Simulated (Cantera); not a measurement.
An isothermal plug-flow reactor at 775 K and 2.17 atm (inlet), inlet velocity 0.1 m/s, active area per volume 520 1/m; feed CH4 : O2 : N2 = 0.0065 : 0.16 : 0.79 (molar parts), equivalence ratio 0.081.

Model: Deutschmann's 1995 Pt surface mechanism with GRI-Mech 3.0 gas chemistry, integrated in Cantera. Catalytic surfaces can have several steady states; this one follows from the mechanism file's or the stated starting coverage. Mass transfer to the wall is taken as infinitely fast.

x: gas mole fraction; θ: surface coverage.

```tsv
z (m)	x CH4	x O2	x H2O	x CO2	x CO	θ free Pt	θ O*
0.00067	0.00679	0.167	7.32e-6	3.53e-6	[?]	0.0147	0.985
0.0012	0.00679	0.167	1.31e-5	6.34e-6	[?]	0.0147	0.985
0.0021	0.00678	0.167	2.29e-5	1.11e-5	[?]	0.0147	0.985
0.0038	0.00677	0.167	4.14e-5	2.03e-5	[?]	0.0147	0.985
0.0067	0.00676	0.167	7.30e-5	3.59e-5	5.61e-7	0.0147	0.985
0.012	0.00673	0.167	0.000130	6.46e-5	6.08e-7	0.0147	0.985
0.021	0.00668	0.167	0.000227	0.000113	6.12e-7	0.0147	0.985
0.038	0.00659	0.167	0.000408	0.000203	6.04e-7	0.0147	0.985
0.067	0.00644	0.167	0.000712	0.000355	5.90e-7	0.0147	0.985
```

Q: Fill in the missing entries.

A: 
- 0.00067, x CO: 1.32e-7
- 0.0012, x CO: 2.15e-7
- 0.0021, x CO: 3.26e-7
- 0.0038, x CO: 4.59e-7
